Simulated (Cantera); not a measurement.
A freely propagating, adiabatic, planar premixed flame of 41.6 % H₂, 12.2 % O₂, 46.2 % N₂, unburnt at 700 K and 6.22 atm; mixture-averaged transport, grid criteria slope 0.08 and curve 0.16, no radiation.

Computed with Cantera and the H2/O2 subset of GRI-Mech 3.0, which has no nitrogen chemistry. The hydrogen kinetics of GRI-Mech 3.0 are dated; newer H2 mechanisms differ, most at raised pressure. Burning velocities carry a grid error of a few per cent, more on coarse grids.

**Question.** Predict: laminar burning velocity; thermal thickness; peak x(HO₂); peak x(O); peak x(OH).

**Answer.** 
```
Item                         Result
------------------------  ---------
laminar burning velocity  1240 cm/s
thermal thickness         0.0450 mm
peak x(HO₂)                0.000885
peak x(O)                   0.00411
peak x(OH)                  0.00914
```
